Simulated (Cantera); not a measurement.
## Ignition delay

Mixture: 17.1 % H₂, 17.4 % O₂, 65.5 % N₂, at 825 Torr, adiabatic and at constant pressure. Ignition delay is the time to a rise of 400 K.

Computed with Cantera and GRI-Mech 3.0 (53 species, 325 reactions). Below about 950 K walls govern HO2 and H2O2 in real vessels. Where the delays flatten at high temperature, the 400 K rule measures the pace of heat release, not the induction time.

| T0 (K) | delay (ms) |
|---|---|
| 925 | 103 |
| 1000 | 0.318 |
| 1075 | 0.109 |
| 1150 | 0.0622 |
| 1225 | 0.0423 |
| 1300 | 0.0320 |
| 1375 | 0.0263 |
